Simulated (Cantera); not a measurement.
A closed system holds: 1 mol CF4, 0.07 mol H2, equilibrated at 2027 °C and 0.0750 Torr.

Method: chemical equilibrium by Gibbs-energy minimisation in Cantera with the NASA 1993 tables (ideal gas, pure condensed phases). Candidate condensed phases: C, C6H6, C7H8, C8H18; 95 gas species. The numbers say what is thermodynamically allowed, not how fast it happens.

Base state: F 0.906, CF2 0.0425, HF 0.0364, CF 0.0151, C3 0.000167, C 8.37e-5, CF3 4.98e-5, H 4.47e-5 (mole fractions); condensed: C(graphite).

Task: What changes in the equilibrium state with this change: H2 from 0.07 to 1.8 mol?

Result: 
```
species            before     after
----------------  -------  --------
HF                 0.0364     0.882
F                   0.906     0.106
H                 4.47e-5   0.00928
CF2                0.0425  0.000579
CF                 0.0151   0.00176
H2                2.14e-9   9.20e-5
CF4               1.97e-5   3.65e-9
CF3               4.98e-5   7.91e-8
C(graphite), mol    0.776     0.988
```
